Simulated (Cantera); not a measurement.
Feed: 1 mol CH3SiCl3, 1.7 mol H2, at 1.00 bar.

Cantera equilibrium calculation (NASA polynomials, part measured and part estimated; ideal gas, pure solids and liquids). Candidate condensed phases: C, C6H6, C7H8, C8H18, Si, SiC; 109 gas species. The feed counts by its element totals alone. Kinetics and transport are ignored.

Over these rows the condensed part is C(graphite) + SiC(s). Partial pressures as log10 of bar:

| T (K) | 1000/T (1/K) | log p SiCl4 | log p HCl | log p H2 | log p SiCl2 |
|---|---|---|---|---|---|
| 1575 | 0.6349 | -1.45 | -0.35 | -0.31 | -1.88 |
| 1675 | 0.5970 | -1.70 | -0.32 | -0.34 | -1.63 |
| 1775 | 0.5634 | -1.99 | -0.31 | -0.35 | -1.44 |
| 1875 | 0.5333 | -2.31 | -0.31 | -0.35 | -1.31 |
| 1975 | 0.5063 | -2.63 | -0.32 | -0.35 | -1.21 |
| 2075 | 0.4819 | ? | -0.34 | -0.34 | -1.13 |

**Question.** Fit log p(SiCl4) = a + b·(1000/T) to the five rows, give the apparent enthalpy, and predict the row at 2075 K.

**Answer.** Means: 1000/T = 0.5670, log p = -2.016. Sxy = 0.094995, Sxx = 0.0103435, so b = 9.18 and a = -2.016 − (9.18)×0.5670 = -7.22.
Apparent enthalpy: −19.145 × (9.18) = -176 kJ/mol. With the condensed phases at unit activity, C(graphite) + 2 SiCl2(g) = SiCl4(g) + SiC(s) links this pressure to the main gases: over the six rows their terms move log p by +1.50 in all, so the slope isn't that reaction's ΔH° alone. The five rows lie within 0.06 of the line.
Prediction at 2075 K: -7.22 + (9.18)×0.4819 = -2.80. The computed value is -2.95, 0.15 from the line.
